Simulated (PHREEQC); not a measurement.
**Acid rinse or clean**

Dissolve 0.034 mol/kgw HF and 0.006 mol/kgw CuSO4 at 40 °C. Closed to the air; pH follows from the charge balance.

Computed with PHREEQC (ion-association model, phreeqc.dat).

Each row changes one thing in this solution. No solid was allowed to form.

```csv
case,pH,ionic strength (mol/kgw),HF (mol/kgw),Cu+2 (mol/kgw),F- (mol/kgw),SO4-2 (mol/kgw)
as made,2.44,0.0217,0.0281,0.00455,0.00454,0.00361
HF from 0.034 to 0.34 mol/kgw,1.75,0.0383,…,0.00488,0.0104,0.00220
0.0021 mol/kgw CO2 added,2.44,0.0217,0.0281,0.00455,0.00454,0.00361
diluted 2-fold with water,2.60,0.0123,0.0135,0.00244,0.00304,0.00203
temperature from 40 to 85 °C,2.69,0.0192,0.0295,0.00454,0.00344,0.00299
HF from 0.034 to 0.0068 mol/kgw,2.85,0.0192,0.00466,0.00449,0.00195,0.00407
CuSO4 from 0.006 to 0.0012 mol/kgw,2.40,0.00832,0.0289,0.00105,0.00408,…
```

Problem. Some entries are withheld; supply them.

Solution. 
- HF from 0.034 to 0.34 mol/kgw, HF (mol/kgw): 0.303
- CuSO4 from 0.006 to 0.0012 mol/kgw, SO4-2 (mol/kgw): 0.000790

Constants without temperature data keep their 25 °C values here.
